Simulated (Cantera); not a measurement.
## Pyrogenic steam for wet oxidation

A perfectly stirred reactor is fed with H₂ : O₂ : N₂ = 1.1 : 1 : 16 (molar parts), at 0.987 atm; it is held at 1125 K, and followed from long to short residence time.

Computed with Cantera and the H2/O2 subset of GRI-Mech 3.0, which has no nitrogen chemistry. The temperature is held fixed by assumption; the heat of reaction is taken as removed at once.

```json
[
 {"τ (s)": "3.1", "x H₂": "6.22e-5", "x O₂": "0.0257", "x H": "4.67e-7", "x OH": "1.83e-5", "x O": "2.38e-6", "x H₂O": "0.0626"},
 {"τ (s)": "0.82", "x H₂": "0.000151", "x O₂": "0.0257", "x H": "1.75e-6", "x OH": "2.83e-5", "x O": "6.49e-6", "x H₂O": "0.0625"},
 {"τ (s)": "0.22", "x H₂": "0.000342", "x O₂": "0.0258", "x H": "6.47e-6", "x OH": "4.57e-5", "x O": "1.70e-5", "x H₂O": "0.0623"},
 {"τ (s)": "0.058", "x H₂": "0.000743", "x O₂": "0.0260", "x H": "2.41e-5", "x OH": "7.81e-5", "x O": "4.31e-5", "x H₂O": "0.0619"},
 {"τ (s)": "0.015", "x H₂": "0.00157", "x O₂": "0.0263", "x H": "9.02e-5", "x OH": "0.000138", "x O": "0.000104", "x H₂O": "0.0609"},
 {"τ (s)": "0.0041", "x H₂": "0.00314", "x O₂": "0.0271", "x H": "0.000310", "x OH": "0.000241", "x O": "0.000227", "x H₂O": "0.0591"},
 {"τ (s)": "0.0011", "x H₂": "0.00628", "x O₂": "0.0286", "x H": "0.00101", "x OH": "0.000411", "x O": "0.000471", "x H₂O": "0.0554"},
 {"τ (s)": "0.00029", "x H₂": "0.0125", "x O₂": "0.0318", "x H": "0.00289", "x OH": "0.000654", "x O": "0.000897", "x H₂O": "0.0478"}
]
```
x: mole fraction; the columns are a selection and need not sum to one.
